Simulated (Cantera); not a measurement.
## SiH₄ + NO + H₂ (silicon oxide and oxynitride deposition)

Charge: 1 mol SiH₄, 0.93 mol NO, 0.14 mol H₂, at 1800 K.

These are equilibrium values from Cantera (NASA tables, ideal gas, pure condensed phases), not measurements of a reactor. Candidate condensed phases: H₂O, Si, SiO₂, Si₂N₂O, Si₃N₄; 35 gas species. Mutual solubility and eutectic melting of coexisting phases are not modelled. The tables' values for SiN are old estimates; treat these amounts as uncertain. The tables hold silica as quartz up to 1696 K and as liquid above; real silica turns to tridymite and cristobalite and melts near 1996 K. Gases not in the tables: Si₂H₆ and higher silanes. Kinetics and transport are ignored.

```csv
P (Pa),log p H₂,log p SiO,log p N₂,log p H,log p Si,log p H₂O,log p SiH,n Si(l),n Si₂N₂O(s),n SiO₂(condensed)
5,-4.55,-4.90,-5.20,-5.72,-6.03,-11.83,-8.24,0,0,0
36,-3.67,-4.03,-4.33,-5.28,-5.50,-10.61,-7.28,0.0368,0,0
260,-2.81,-3.17,-3.47,-4.85,-5.50,-8.88,-6.84,0.0652,0,0
1900,-1.92,-2.32,-2.66,-4.41,-6.06,-6.58,-6.97,0,0.0698,0
14000,-0.91,-2.08,-2.05,-3.90,-6.91,-4.49,-7.31,0,0.309,0.238
100000,-0.02,-2.33,-1.31,-3.46,-7.40,-3.36,-7.36,0,0.353,0.282
```
log p: log10 of the partial pressure in bar; n: condensed amount in mol.

At 5.00e-5 bar nothing is condensed. From 0.000360 bar to 0.00260 bar the condensed part is Si(l). At 0.0190 bar the condensed part is Si₂N₂O(s). From 0.140 bar to 1.00 bar the condensed part is SiO₂(condensed) + Si₂N₂O(s). The main Si-bearing gas is SiO throughout. The share of Si in condensed phases is highest at 1.00 bar (98.9 %) and lowest at 5.00e-5 bar (0.0 %).
